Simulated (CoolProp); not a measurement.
Vapour-liquid equilibrium of acetone (1) + benzene (2) at 287.8 K; x and y are mole fractions of (1).

Values from CoolProp's multi-fluid Helmholtz-energy mixture model, Lemmon 2006 and Thol 2012; pair parameters Bell 2016.

Task: Give the bubble pressure and the first vapour's composition at x = 0.05, 0.35, 0.8. Is there an azeotrope?

Result: x = 0.05: 8.826 kPa, y = 0.168; x = 0.35: 13.45 kPa, y = 0.601; x = 0.8: 17.72 kPa, y = 0.883. No azeotrope shows between x = 0.05 and 0.95.

Pair parameters are fitted to limited data, so mixtures are less certain than the pure fluids.
